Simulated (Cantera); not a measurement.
**N2O furnace oxynitridation**

An isothermal, constant-pressure homogeneous reactor starts with N2O : H2 : N2 = 1 : 0.016 : 2.5 (molar parts), at 1275 K and 1.01 bar.

Model: GRI-Mech 3.0 (53 species, 325 reactions), integrated in Cantera. GRI-Mech 3.0 was tuned for natural gas; its chemistry of N2O as a main component is partial and can be far from experiment. The mechanism lacks the step 2 NO + O2 → 2 NO2, which can matter for NO2 below about 1400 K. The temperature is held fixed by assumption; the heat of reaction is taken as removed at once.

| t (s) | x N2O | x H2 | x N2 | x H2O | x H | x NO | x HO2 |
|---|---|---|---|---|---|---|---|
| 4.00e-5 | 0.284 | 0.00454 | 0.711 | 1.03e-5 | 1.12e-6 | 2.06e-6 | 1.12e-7 |
| 8.92e-5 | 0.284 | 0.00448 | 0.711 | 6.27e-5 | 2.50e-6 | 6.54e-6 | 6.20e-7 |
| 0.000199 | 0.284 | 0.00423 | 0.711 | 0.000298 | 4.41e-6 | 2.01e-5 | 2.01e-6 |
| 0.000443 | 0.283 | 0.00347 | 0.712 | 0.00105 | 5.27e-6 | 5.53e-5 | 3.01e-6 |
| 0.000988 | 0.281 | 0.00203 | 0.714 | 0.00249 | 3.26e-6 | 0.000120 | 3.21e-6 |
| 0.00220 | 0.279 | 0.000729 | 0.716 | 0.00380 | 8.83e-7 | 0.000225 | 2.75e-6 |
| 0.00491 | 0.276 | 0.000155 | 0.717 | 0.00438 | 1.32e-7 | 0.000431 | 1.62e-6 |
| 0.0110 | 0.272 | 1.32e-5 | 0.720 | 0.00451 | 1.86e-8 | 0.000889 | 8.61e-7 |
| 0.0244 | 0.263 | 1.24e-7 | 0.724 | 0.00451 | 1.05e-8 | 0.00189 | 5.04e-7 |
| 0.0545 | 0.243 | 4.15e-8 | 0.734 | 0.00447 | 1.03e-8 | 0.00396 | 2.80e-7 |
| 0.121 | 0.207 | 3.60e-8 | 0.753 | 0.00440 | 9.52e-9 | 0.00780 | 1.51e-7 |
| 0.271 | 0.147 | 2.98e-8 | 0.784 | 0.00428 | 7.71e-9 | 0.0136 | 8.29e-8 |
| 0.604 | 0.0761 | 2.09e-8 | 0.821 | 0.00414 | 4.68e-9 | 0.0196 | 4.70e-8 |
| 1.35 | 0.0232 | 9.64e-9 | 0.849 | 0.00404 | 1.46e-9 | 0.0227 | 2.48e-8 |
| 3.00 | 0.00276 | 2.06e-9 | 0.860 | 0.00400 | 1.33e-10 | 0.0230 | 9.31e-9 |
x: mole fraction; the columns are a selection and need not sum to one.

Equilibrium at this temperature and pressure: N2O 1.93e-8, H2 6.29e-10, N2 0.873, H2O 0.00399, H 1.85e-11, NO 0.000271, HO2 3.94e-9 (gas phase only).
